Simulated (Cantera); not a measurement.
Feed: 1 mol c-C4F8, 0.068 mol F2, at 2.10 Pa.

These are equilibrium values from Cantera (NASA tables, ideal gas, pure condensed phases), not measurements of a reactor. Candidate condensed phases: C; 13 gas species. The feed counts by its element totals alone. Rates play no part. All values below are at 2573 K.

Base state: F 0.865, C3 0.0713, CF 0.0351, C 0.0210, C2 0.00666, CF2 0.00109, C5 0.000289, C4 5.89e-5 (mole fractions); condensed: C(graphite).

**Question.** What changes in the equilibrium state with this change: 0.048 mol CH4 added?

**Answer.** 
| species | before | after |
|---|---|---|
| F | 0.865 | 0.844 |
| C3 | 0.0713 | 0.0713 |
| CF | 0.0351 | 0.0343 |
| HF | 0 | 0.0182 |
| H | 0 | 0.00304 |
| C | 0.0210 | 0.0210 |
| CF2 | 0.00109 | 0.00104 |
| C5 | 0.000289 | 0.000289 |
| C4 | 5.89e-5 | 5.89e-5 |
| C(graphite), mol | 1.42 | 1.47 |
Further candidate phases: C6H6, C7H8, C8H18.
